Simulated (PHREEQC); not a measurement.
**Copper plating or etch bath with buffer**

Solution A (0.045 mol Cu(NO3)2 and 0.00044 mol Na2SO4 per kg of water) is mixed with solution B (0.0092 mol NaHCO3, 6.8e-05 mol Na2B4O7 and 0.11 mol NaCl per kg of water) at 80 °C; shares are by mass of water, 1 kg in all. Oxygen alone is held at its pressure in air (log pO2 = -0.68). CO2 from the air is kept out. The run lets Tenorite, Malachite, Brochantite, Antlerite, Atacamite, Cu2(OH)3NO3, Halite, Mirabilite, Chalcanthite, Nahcolite, Natron precipitate or redissolve, and no other solid.

Model: ion-association model, wateq4f.dat, run in PHREEQC.

Problem. Predict pH at share of solution B = 0.1, 0.5, 0.9, 1.

Solution. 
```csv
share of solution B,pH
0.1,3.75
0.5,3.77
0.9,5.07
1,7.58
```

Away from 25 °C the constants follow the database's enthalpies or fits; those with neither stay at their 25 °C values.
